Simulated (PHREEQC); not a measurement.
Synthetic water in mmol/kgw, 25 °C, pH 3.5, pe 8.6: Na 2.25; K 8.74e-05; Ca 1.14; Mg 0.287; Cl 1.35; S(6) 2.14; B 0.000765.

Valence states are taken as typed.

Model: ion-association model, phreeqc.dat, run in PHREEQC.

Each row changes one thing in this solution. This is a speciation only: nothing precipitates in the calculation.

| case | ionic strength (mol/kgw) | SO4-2 (mol/kgw) | Ca+2 (mol/kgw) | Mg+2 (mol/kgw) | CaSO4 (mol/kgw) | MgSO4 (mol/kgw) | SI of Gypsum (CaSO4:2H2O) | SI of Halite (NaCl) |
|---|---|---|---|---|---|---|---|---|
| as made | 0.00818 | 0.00187 | 0.000983 | 0.000237 | 0.000157 | 5.00e-5 | -1.47 | -7.17 |
| all concentrations times 3 at the same typed pH | 0.0225 | 0.00519 | 0.00263 | 0.000616 | 0.000785 | 0.000245 | -0.77 | -6.27 |
| B from 0.000765 to 0.000382 mmol/kgw | 0.00818 | 0.00187 | 0.000983 | 0.000237 | 0.000157 | 5.00e-5 | -1.47 | -7.17 |
| Na from 2.25 to 4.5 mmol/kgw | 0.00932 | 0.00187 | 0.000989 | 0.000239 | 0.000150 | 4.82e-5 | -1.49 | -6.88 |

Species that the database lacks are ignored.
